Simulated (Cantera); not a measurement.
Source: NASA polynomial tables (part measured, part estimated), evaluated in Cantera. Values are per mole of reaction as written; species without (g) are pure solids or liquids, kept so even where they would boil at 1 bar. VO: taken at fixed stoichiometry.

Between 2475 and 2775 K, where is each reaction favourable under standard conditions?
- O3(g) + 3 VO = 3 VO2(g)
- 2 VO2(g) + N2(g) = 2 VO + 2 NO(g)


- O3(g) + 3 VO = 3 VO2(g): ΔG° is -409 kJ at 2475 K and -471 kJ at 2775 K; it stays negative (K > 1). ΔH° is 84 kJ and ΔS° 200 J/K at 2775 K.
- 2 VO2(g) + N2(g) = 2 VO + 2 NO(g): ΔG° is 188 kJ at 2475 K and 210 kJ at 2775 K; it stays positive (K < 1). ΔH° is 17 kJ and ΔS° -69 J/K at 2775 K.
